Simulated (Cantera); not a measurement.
What does this Cantera script print?

```python
import numpy as np
import cantera as ct

gas_names = """
    H HO2 H2 H2O H2O2 O OH O2 O3 Pb PbO Pb2
""".split()
cond_names = """
    H2O(s) H2O(L) Pb(cr) Pb(L) PbO(rd) PbO(yw) PbO(L) PbO2(s) Pb3O4(s)
""".split()


def load(file, names, dense=False):
    # The tables refer to 1 bar. Condensed volumes are neglected.
    table = {s.name: s for s in ct.Species.list_from_file(file)}
    out = []
    for n in names:
        d = dict(table[n].input_data)
        d["thermo"] = dict(d["thermo"], **{"reference-pressure": 1e5})
        if dense:
            d["equation-of-state"] = {"model": "constant-volume", "density": "1e6 g/cm^3"}
        out.append(ct.Species.from_dict(d))
    return out


gas = ct.Solution(thermo="ideal-gas", species=load("nasa_gas.yaml", gas_names))
cond = {s.name: ct.Solution(thermo="fixed-stoichiometry", species=[s], name=s.name)
        for s in load("nasa_condensed.yaml", cond_names, dense=True)}
atoms = {
    'PbO': {'Pb': 1, 'O': 1},
    'H2': {'H': 2},
}
top_T = {'Pb3O4(s)': 820}  # K; cautious upper limits of use, not melting points


def equilibrate(T, P, feed):
    n = {}
    for name, mol in feed.items():
        for a, k in atoms[name].items():
            n[a] = n.get(a, 0.0) + k * mol
    gas.TPX = T, P, n
    mass = sum(n.values()) * gas.mean_molecular_weight
    gas.equilibrate("TP")
    valid = [c for c in cond.values() if c.min_temp <= T <= top_T.get(c.name, c.max_temp)]
    mix = ct.Mixture([(gas, mass / gas.mean_molecular_weight)] + [(c, 0.0) for c in valid])
    mix.T, mix.P = T, P
    mix.equilibrate("TP", solver="vcs", rtol=1e-11, max_steps=5000)
    return mix


results = []
feed = {'PbO': 1, 'H2': 0.064}  # mol
P = 96  # Pa
for T in [575, 600, 625, 650, 675, 700, 725, 750, 775, 800, 825]:
    mix = equilibrate(T, P, feed)
    results.append((T, P, feed, dict(zip(mix.species_names, mix.species_moles))))

top = {s: max(r[3][s] / sum(r[3][g] for g in gas_names) for r in results) for s in gas_names}
cols = sorted((s for s in top if top[s] > 0.0001), key=lambda s: -top[s])[:5]
seen = [c for c in cond_names if any(r[3].get(c, 0) > 1e-12 for r in results)]
print("log10 of partial pressures in bar; condensed amounts in mol")
print(f"{'T/K':>10s}" + "".join(f"{s[:9]:>10s}" for s in cols + seen))
for T, P, feed, n in results:
    ng = sum(n[g] for g in gas_names)
    print(f"{T:10.4g}" + "".join(f"{np.log10(max(n[s] / ng * P / 1e5, 1e-99)):10.3f}" for s in cols)
          + "".join(f"{n.get(c, 0):10.4g}" for c in seen))
```

Output:

```
log10 of partial pressures in bar; condensed amounts in mol
       T/K       H2O        Pb    Pb(cr)     Pb(L)   PbO(rd)   PbO(yw)
       575    -3.018   -12.018     0.064         0     0.936         0
       600    -3.018   -11.287     0.064         0     0.936         0
       625    -3.018   -10.632         0     0.064     0.936         0
       650    -3.018   -10.029         0     0.064     0.936         0
       675    -3.018    -9.471         0     0.064     0.936         0
       700    -3.018    -8.953         0     0.064     0.936         0
       725    -3.018    -8.472         0     0.064     0.936         0
       750    -3.018    -8.023         0     0.064     0.936         0
       775    -3.018    -7.604         0   0.06399         0     0.936
       800    -3.018    -7.212         0   0.06399         0     0.936
       825    -3.018    -6.843         0   0.06399         0     0.936
```

These are equilibrium values from Cantera (NASA tables, ideal gas, pure condensed phases), not measurements of a reactor.
